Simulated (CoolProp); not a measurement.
A Linde-Hampson liquefier for carbon monoxide: isothermal reversible compression at 300 K from 1 atm to 25 MPa, throttling to 1 atm, return gas leaving the recuperator 10 K below the feed. Each further row changes one setting.

The numbers come from the reference Helmholtz-energy equation of state, Lemmon 2006 in CoolProp. It is a short technical equation, of lower accuracy than the large ones.

```
case                        liquid yield per pass  compression work (kJ/kg of gas)
--------------------------  ---------------------  -------------------------------
as stated                                       ?                              491
high pressure 50 MPa                            ?                                ?
warm-end temperature 330 K                  0.050                                ?
warm-end gap 15 K                               ?                              491
```

### Question
What belongs in the gaps?

### Answer

- as stated, liquid yield per pass: 0.073
- high pressure 50 MPa, liquid yield per pass: 0.080
- high pressure 50 MPa, compression work (kJ/kg of gas): 565
- warm-end temperature 330 K, compression work (kJ/kg of gas): 544
- warm-end gap 15 K, liquid yield per pass: 0.062
